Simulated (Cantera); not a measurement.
**Premixed flame**

A freely propagating, adiabatic, planar premixed flame of 18.5 % H2, 16.5 % O2, 62.2 % N2, 2.78 % H2O, equivalence ratio 0.56, unburnt at 550 K and 1.00 bar; mixture-averaged transport, grid criteria slope 0.08 and curve 0.16, no radiation.

Cantera simulation using the H2/O2 subset of GRI-Mech 3.0, which has no nitrogen chemistry; the numbers are that mechanism's predictions, not measurements. Burning velocities carry a grid error of a few per cent, more on coarse grids. Lean hydrogen flames are cellular in practice and burn faster than this planar one.

| z (mm) | T (K) | u (m/s) | x H2 | x O2 | x H | x OH | x O | x H2O |
|---|---|---|---|---|---|---|---|---|
| -1.20 | 550 | 2.68 | 0.185 | 0.165 | <1e-8 | <1e-8 | <1e-8 | 0.0278 |
| -0.799 | 550 | 2.68 | 0.185 | 0.165 | <1e-8 | <1e-8 | <1e-8 | 0.0278 |
| -0.599 | 550 | 2.68 | 0.184 | 0.165 | <1e-8 | <1e-8 | <1e-8 | 0.0278 |
| -0.400 | 551 | 2.67 | 0.181 | 0.166 | <1e-8 | <1e-8 | 5.58e-8 | 0.0280 |
| -0.200 | 613 | 2.90 | 0.157 | 0.168 | 8.29e-5 | 7.10e-5 | 1.33e-5 | 0.0338 |
| -0.0999 | 847 | 3.91 | 0.118 | 0.161 | 0.00199 | 0.000639 | 0.000330 | 0.0626 |
| 0 | 1175 | 5.32 | 0.0650 | 0.133 | 0.00854 | 0.00231 | 0.00294 | 0.122 |
| 0.0999 | 1415 | 6.37 | 0.0271 | 0.102 | 0.0125 | 0.00572 | 0.00673 | 0.175 |
| 0.200 | 1550 | 6.96 | 0.0135 | 0.0885 | 0.0109 | 0.00796 | 0.00782 | 0.198 |
| 0.400 | 1683 | 7.52 | 0.00774 | 0.0827 | 0.00628 | 0.00897 | 0.00628 | 0.210 |
| 0.799 | 1787 | 7.94 | 0.00451 | 0.0812 | 0.00251 | 0.00804 | 0.00363 | 0.219 |
| 1.60 | 1852 | 8.20 | 0.00207 | 0.0810 | 0.000722 | 0.00594 | 0.00164 | 0.225 |
| 3.20 | 1884 | 8.32 | 0.000760 | 0.0813 | 0.000155 | 0.00377 | 0.000599 | 0.228 |
x: mole fraction of selected species; z is measured from the peak of heat release.

```yaml
laminar_burning_velocity: 268 cm/s
thermal_thickness: 0.400 mm
peak x(H): 0.0125
peak x(OH): 0.00897
peak x(O): 0.00783
grid_points: 109
```
